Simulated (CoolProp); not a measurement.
p-xylene along the isotherm 519 K: Z from the reference equation and from simpler models built on Tc = 616.2 K, pc = 35.32 bar, ω = 0.324; each cubic takes its own stable root.

Model: reference Helmholtz-energy equation of state, Zhou 2012, in CoolProp.

```csv
p (bar),phase,reference
22.1,liquid,0.08572
44.1,liquid,0.1685
66.2,liquid,0.2496
88.3,liquid,0.3292
110,liquid,0.4060
132,liquid,0.4827
155,liquid,0.5619
177,liquid,0.6367
199,liquid,0.7107
221,liquid,0.7840
243,liquid,0.8566
265,liquid,0.9286
287,liquid,1.000
309,liquid,1.071
331,liquid,1.141
353,liquid,1.211
```

Question: How far does each simpler model (Soave-Redlich-Kwong, Peng-Robinson) lie from the reference over these 16 states: mean and median of the absolute difference, and the worst?

Answer: 
- Soave-Redlich-Kwong: mean 12.9 %, median 12.2 %, worst +17.7 % at 519 K and 22.1 bar
- Peng-Robinson: mean 1.1 %, median 0.8 %, worst +3.9 % at 519 K and 22.1 bar
